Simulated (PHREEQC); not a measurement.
Consider water at 25 °C with 8.6e-05 mol Ca(HCO3)2, 0.065 mol Na2B4O7 and 0.28 mol CuCl2 per kg of water. Closed to the air; pH follows from the charge balance.

Equilibrium calculation in PHREEQC: ion-association model, wateq4f.dat.

This is a speciation only: nothing precipitates in the calculation.

Question: What pH, activity of water, ionic strength does the model give?

Answer: pH 5.93; activity of water 0.981; ionic strength 0.695 mol/kgw.

Question: In which forms is Cl present?

Answer: Cl- 93 %, CuCl+ 6.3 %, CuCl2 1.2 % of the Cl.

Examples of supersaturated solids here: Atacamite, Malachite. Others may be too. Species that the database lacks are ignored.
